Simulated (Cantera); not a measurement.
## Equilibrium for fluorocarbon and chlorocarbon gases: CHF₃ + H₂

Charge: 1 mol CHF₃, 0.14 mol H₂, at 2127 °C and 1.60 mbar.

Method: chemical equilibrium by Gibbs-energy minimisation in Cantera with the NASA 1993 tables (ideal gas, pure condensed phases). Candidate condensed phases: C, C₆H₆, C₇H₈, C₈H₁₈; 95 gas species. The numbers say what is thermodynamically allowed, not how fast it happens.

```
Item               Result
--------------  ---------
x(HF)               0.460
x(F)                0.452
x(CF₂)             0.0769
x(CF)              0.0107
x(CF₃)           0.000324
x(CF₄)           0.000314
x(H)             0.000256
x(C₃)             6.13e-5
x(C)              2.48e-5
n(C(graphite))  0.754 mol
gas amount      2.783 mol
```
